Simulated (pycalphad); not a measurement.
All values are pycalphad results on the COST 507 light-alloy database (1999) (1 atm), not direct measurements. No gas phase is included, though pure Mg would boil below 1650 K. The data set is of 1999 and partly superseded. Diffusion is slow at the low end, where real alloys seldom reach equilibrium.

Molar enthalpy of Al-0.42Mg-1.6Si (at.%) in equilibrium (SER reference):

```
T (K)  H (kJ/mol)                      phases
-----  ----------  --------------------------
1650        51.89                      liquid
1570        49.35                      liquid
1490        46.82                      liquid
1410        44.28                      liquid
1330        41.75                      liquid
1250        39.21                      liquid
1170        36.68                      liquid
1090        34.14                      liquid
1010        31.61                      liquid
970         30.34                      liquid
930         29.08                      liquid
850         16.44                fcc + liquid
810         14.65          fcc + diamond (Si)
770         13.26  fcc + diamond (Si) + MG2SI
690         10.59  fcc + diamond (Si) + MG2SI
610          8.15  fcc + diamond (Si) + MG2SI
530          5.88  fcc + diamond (Si) + MG2SI
450          3.72  fcc + diamond (Si) + MG2SI
370          1.65  fcc + diamond (Si) + MG2SI
```

Cooling from 930 K to 810 K, across the freezing range, releases 14.4 kJ/mol, or 535 J/g. The slope is 32 J/(mol K) in the liquid and 35 J/(mol K) just below the solidus, where it includes any heat of precipitation. Liquidus 922 K, solidus 839 K. Changes were sought between steps of 40 K, so a narrower field can be missed.

Database names, with the compositions (at.%) that they take in these runs: MG2SI: Mg 67 Si 33.
